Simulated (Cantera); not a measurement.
Charge: 1 mol CuF2, 1.7 mol H2O, 0.91 mol N2, held at 725 K and 3300 Pa.

These are equilibrium values from Cantera (NASA tables, ideal gas, pure condensed phases), not measurements of a reactor. Candidate condensed phases: Cu, CuF2, CuO, Cu(OH)2, Cu2O, H2O; 45 gas species. Equilibrium is a limit: real reactors are often held back by kinetics, nucleation or transport.

Question: What is the equilibrium state?

Answer: 
```json
{
 "x(HF)": "0.554",
 "x(N2)": "0.252",
 "x(H2O)": "0.194",
 "x(H2F2)": "1.53e-6",
 "n(CuO(s))": "1.00 mol",
 "gas_amount": "3.610 mol",
 "log10 activity of Cu(s) (absent)": "-1.86",
 "log10 activity of CuF2(s) (absent)": "-1.98",
 "log10 activity of Cu(OH)2(s) (absent)": "-4.54"
}
```
